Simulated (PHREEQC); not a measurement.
Consider water at 82 °C with 0.0013 mol/kgw NaCl, 0.00013 mol/kgw BaCl2 and 0.0012 mol/kgw LiCl. Closed to the air; pH follows from the charge balance.

Equilibrium calculation in PHREEQC: ion-association model, phreeqc.dat.

Each row changes one thing in this solution. No solid was allowed to form.

```csv
case,pH,ionic strength (mol/kgw)
as made,6.27,0.00289
BaCl2 left out,6.27,___
NaCl from 0.0013 to 0.00065 mol/kgw,6.27,0.00224
NaCl left out,6.28,___
0.00037 mol/kgw Na2B4O7 added,___,0.00363
LiCl from 0.0012 to 0.00108 mol/kgw,6.27,___
1.4e-05 mol/kgw Ca(OH)2 added,7.97,___
temperature from 82 to 65 °C,6.45,0.00289
diluted 100-fold with water,6.28,2.94e-5
```

Task: Some entries are withheld; supply them.

Result: 
- BaCl2 left out, ionic strength (mol/kgw): 0.00250
- NaCl left out, ionic strength (mol/kgw): 0.00159
- 0.00037 mol/kgw Na2B4O7 added, pH: 8.66
- LiCl from 0.0012 to 0.00108 mol/kgw, ionic strength (mol/kgw): 0.00277
- 1.4e-05 mol/kgw Ca(OH)2 added, ionic strength (mol/kgw): 0.00293

Away from 25 °C the constants follow the database's enthalpies or fits; those with neither stay at their 25 °C values.
